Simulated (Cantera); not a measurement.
Feed: 1 mol SiF4, 0.77 mol NH3, held at 750 K and 18000 Pa.

Cantera equilibrium calculation (NASA polynomials, part measured and part estimated; ideal gas, pure solids and liquids). Candidate condensed phases: Si, Si3N4; 37 gas species. Kinetics and transport are ignored.

Base state: H2 0.455, SiF4 0.394, N2 0.152, NH3 0.000110, HF 4.01e-5, SiHF3 3.97e-5 (mole fractions); condensed: gas only.

### Question
What changes in the equilibrium state with this change: 0.013 mol Cl2 added?

### Answer
```
species    before     after
-------  --------  --------
H2          0.455     0.447
SiF4        0.394     0.392
N2          0.152     0.151
HCl             0    0.0102
NH3      0.000110  0.000107
SiHF3     3.97e-5   3.92e-5
HF        4.01e-5   3.97e-5
```
Further candidate phases: NH4Cl.
